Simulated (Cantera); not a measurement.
# Ammonia decomposition in nitride growth gas

An isothermal, constant-pressure homogeneous reactor starts with NH₃ : N₂ = 1 : 0.32 (molar parts), at 1500 K and 100000 Pa.

Detailed kinetics in Cantera: the gas-phase N/H chemistry of the illustrative SiF4/NH3 mechanism in the Surface Chemkin manual (1991). Walls and surfaces, which speed up NH3 decomposition in real reactors, are not modelled.

```csv
t (s),x NH₃,x N₂H₄,x N₂,x H₂,x NH₂,x N
2.00e-6,0.758,<1e-12,0.242,9.65e-9,2.04e-8,<1e-12
1.29e-5,0.758,<1e-12,0.242,6.84e-8,1.38e-7,<1e-12
8.38e-5,0.758,7.38e-11,0.242,4.49e-7,8.98e-7,<1e-12
0.000543,0.758,3.65e-9,0.242,2.97e-6,5.79e-6,<1e-12
0.00352,0.758,1.08e-7,0.242,3.41e-5,3.11e-5,5.07e-12
0.0228,0.757,1.86e-7,0.242,0.000489,4.08e-5,3.02e-11
0.147,0.753,1.83e-7,0.243,0.00351,4.04e-5,1.65e-10
0.954,0.731,1.68e-7,0.246,0.0223,3.87e-5,7.03e-10
6.18,0.620,1.16e-7,0.263,0.118,3.22e-5,1.17e-9
40.0,0.339,3.32e-8,0.304,0.357,1.72e-5,7.08e-10
```
x: mole fraction; the columns are a selection and need not sum to one.

Equilibrium at this temperature and pressure: NH₃ 1.89e-5, N₂H₄ <1e-12, N₂ 0.353, H₂ 0.647, NH₂ 9.18e-10, N <1e-12 (gas phase only).
